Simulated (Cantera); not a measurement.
Thermodynamics of oxide etching and cleaning by halides, feed SiO2 + NF3 + N2

Feed: 1 mol SiO2, 0.5 mol NF3, 88 mol N2, equilibrated at 500 Pa.

Cantera equilibrium calculation (NASA polynomials, part measured and part estimated; ideal gas, pure solids and liquids). Candidate condensed phases: Si, SiO2, Si2N2O, Si3N4; 28 gas species. The tables hold silica as quartz up to 1696 K and as liquid above; real silica turns to tridymite and cristobalite and melts near 1996 K. Kinetics and transport are ignored.

```
T (K)  log p N2  log p SiF4  log p O2  log p NO  log p O  log p F  log p SiF3  log p NO2  n SiO2(α-quartz)  n SiO2(β-quartz)
-----  --------  ----------  --------  --------  -------  -------  ----------  ---------  ----------------  ----------------
698       -2.30       -4.68     -4.68     -9.67     <-14     <-14        <-14     -11.62             0.625                 0
798       -2.30       -4.68     -4.68     -8.81     <-14     <-14        <-14     -11.31             0.625                 0
898       -2.30       -4.68     -4.68     -8.15   -13.64     <-14        <-14     -11.07                 0             0.625
998       -2.30       -4.68     -4.68     -7.61   -12.17   -13.05        <-14     -10.88                 0             0.625
1098      -2.30       -4.68     -4.68     -7.18   -10.96   -11.81      -13.44     -10.72                 0             0.625
1198      -2.30       -4.68     -4.68     -6.82    -9.96   -10.78      -12.05     -10.58                 0             0.625
1298      -2.30       -4.68     -4.68     -6.51    -9.11    -9.90      -10.88     -10.47                 0             0.625
1398      -2.30       -4.68     -4.68     -6.25    -8.38    -9.15       -9.88     -10.37                 0             0.625
1498      -2.30       -4.68     -4.69     -6.02    -7.75    -8.50       -9.01     -10.29                 0             0.625
```
log p: log10 of the partial pressure in bar; n: condensed amount in mol.

From 698 K to 798 K the condensed part is SiO2(α-quartz). From 898 K to 1498 K the condensed part is SiO2(β-quartz). The main Si-bearing gas is SiF4 throughout.
